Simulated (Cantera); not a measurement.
Input: 1 mol NiS, 3.3 mol H2, equilibrated at 73.0 Pa.

Cantera equilibrium calculation (NASA polynomials, part measured and part estimated; ideal gas, pure solids and liquids). Candidate condensed phases: Ni, NiS, NiS2, Ni3S2, Ni3S4, S; 9 gas species. Metal and sulfide melt together well below either melting point, which pure phases cannot show. Mutual solubility and eutectic melting of coexisting phases are not modelled. Gases not in the tables: S3 to S7. Kinetics and transport are ignored.

**Question.** Which condensed phases are stable at each of these points (T (°C)): 375, 475, 575, 675, 775, 875, 975, 1075, 1175, 1275, 1375, 1475?

**Answer.** 
```
T (°C)  condensed phases  Ni condensed (%)
------  ----------------  ----------------
375             Ni3S2(s)             100.0
475             Ni3S2(s)             100.0
575             Ni3S2(s)             100.0
675             Ni3S2(s)             100.0
775             Ni3S2(s)             100.0
875             Ni3S2(l)             100.0
975             Ni3S2(l)             100.0
1075            Ni3S2(l)             100.0
1175            Ni3S2(l)             100.0
1275            Ni3S2(l)              99.9
1375    Ni(s) + Ni3S2(l)              99.2
1475               Ni(l)              95.6
```

From 375 °C to 775 °C the condensed part is Ni3S2(s). From 875 °C to 1275 °C the condensed part is Ni3S2(l). At 1375 °C the condensed part is Ni(s) + Ni3S2(l). At 1475 °C the condensed part is Ni(l).
